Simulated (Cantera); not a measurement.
## Equilibrium for hydrogen reduction and annealing atmospheres: FeS₂ + H₂ + H₂O

Input: 1 mol FeS₂, 1100 mol H₂, 2.7 mol H₂O, held at 5.60 bar.

Method: chemical equilibrium by Gibbs-energy minimisation in Cantera with the NASA 1993 tables (ideal gas, pure condensed phases). Candidate condensed phases: Fe, FeO, Fe(OH)₂, Fe(OH)₃, FeS, FeSO₄, FeS₂, Fe₂O₃, Fe₂(SO₄)₃, Fe₃O₄, H₂O, H₂SO₄, S; 22 gas species. Equilibrium is a limit: real reactors are often held back by kinetics, nucleation or transport.

At 1100 K the condensed part is Fe(α). From 1200 K to 1600 K the condensed part is Fe(γ). From 1700 K to 1800 K the condensed part is Fe(δ). From 1900 K to 2000 K the condensed part is Fe(l).

```
T (K)   x H₂    x H₂O    x H₂S       x H     x SH      x Fe       x S  n Fe(α)  n Fe(γ)  n Fe(δ)  n Fe(l)
-----  -----  -------  -------  --------  -------  --------  --------  -------  -------  -------  -------
1100   0.996  0.00245  0.00181   1.09e-8  2.80e-8    <1e-12    <1e-12     1.00        0        0        0
1200   0.996  0.00245  0.00181   8.32e-8  1.26e-7  8.86e-12  7.69e-12        0     1.00        0        0
1300   0.996  0.00245  0.00181   4.66e-7  4.48e-7  1.95e-10  8.21e-11        0     1.00        0        0
1400   0.996  0.00245  0.00181   2.05e-6  1.33e-6   2.74e-9  6.25e-10        0    1.000        0        0
1500   0.996  0.00245  0.00181   7.42e-6  3.42e-6   2.68e-8   3.64e-9        0    1.000        0        0
1600   0.996  0.00245  0.00181   2.29e-5  7.79e-6   1.96e-7   1.70e-8        0    1.000        0        0
1700   0.996  0.00245  0.00180   6.21e-5  1.61e-5   1.12e-6   6.59e-8        0        0    0.999        0
1800   0.996  0.00245  0.00178  0.000151  3.04e-5   5.26e-6   2.19e-7        0        0    0.994        0
1900   0.995  0.00245  0.00176  0.000335  5.35e-5   1.99e-5   6.40e-7        0        0        0    0.978
2000   0.995  0.00245  0.00172  0.000685  8.82e-5   6.51e-5   1.66e-6        0        0        0    0.928
```
x: gas mole fraction; n: condensed amount in mol.
